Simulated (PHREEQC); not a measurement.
Make-up at 25 °C and 500 atm: 4.2 mol/kgw NaCl, 0.24 mol/kgw KCl and 0.00066 mol/kgw H4SiO4. Closed to the air; pH follows from the charge balance.

Model: Pitzer model, pitzer.dat, run in PHREEQC.

Each row changes one thing in this solution. No solid was allowed to form.

```csv
case,pH,H3SiO4- (mol/kgw),SI of SiO2(a) (SiO2)
as made,5.71,5.39e-7,-0.23
NaCl left out,6.35,5.38e-7,-0.58
NaCl from 4.2 to 2.1 mol/kgw,6.02,?,-0.41
KCl from 0.24 to 0.048 mol/kgw,5.72,5.49e-7,-0.24
H4SiO4 replaced by Na2SiO3 at the same molality,10.31,0.000538,-1.83
diluted 5-fold with water,6.52,2.45e-7,-1.22
NaCl replaced by LiCl at the same molality,5.38,7.15e-7,-0.02
diluted 2-fold with water,6.17,4.30e-7,-0.72
diluted 100-fold with water,6.88,1.48e-8,?
```

Problem. Complete the blanks.

Solution. 
- NaCl from 4.2 to 2.1 mol/kgw, H3SiO4- (mol/kgw): 6.19e-7
- diluted 100-fold with water, SI of SiO2(a) (SiO2): -2.59

Complexes and solids missing from the database can't appear. In brines, pH and single-ion activities rest on the MacInnes convention. Under pressure, the constants of complexes without a molar volume in the database are unreliable.
